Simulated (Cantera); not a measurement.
A closed system holds: 1 mol Mg(OH)2, 1.9 mol C, 0.2 mol H2, equilibrated at 2098.15 K and 1.20 bar.

Cantera equilibrium calculation (NASA polynomials, part measured and part estimated; ideal gas, pure solids and liquids). Candidate condensed phases: C, C6H6, C7H8, C8H18, H2O, Mg, MgCO3, MgO, Mg(OH)2; 116 gas species. The tables' values for MgH are old estimates; treat these amounts as uncertain. The numbers say what is thermodynamically allowed, not how fast it happens.

Base state: CO 0.475, H2 0.298, Mg 0.223, MgH 0.00219, H 0.00154, H2O 6.44e-5, CO2 2.08e-5, C2H2 (acetylene) 1.94e-5 (mole fractions); condensed: MgO(s).

What changes in the equilibrium state with this change: C from 1.9 to 0.19 mol?


| species | before | after |
|---|---|---|
| H2O | 6.44e-5 | 0.546 |
| H2 | 0.298 | 0.315 |
| CO | 0.475 | 0.101 |
| Mg | 0.223 | 2.78e-5 |
| CO2 | 2.08e-5 | 0.0355 |
| Mg(OH)2 | 5.35e-9 | 4.54e-5 |
| C2H2 (acetylene) | 1.94e-5 | <1e-9 |
| OH | 3.94e-8 | 0.000325 |
| MgH | 0.00219 | 2.81e-7 |
| MgOH | 1.56e-5 | 1.61e-5 |
| H | 0.00154 | 0.00158 |
| MgO(s), mol | 0.0998 | 1.000 |
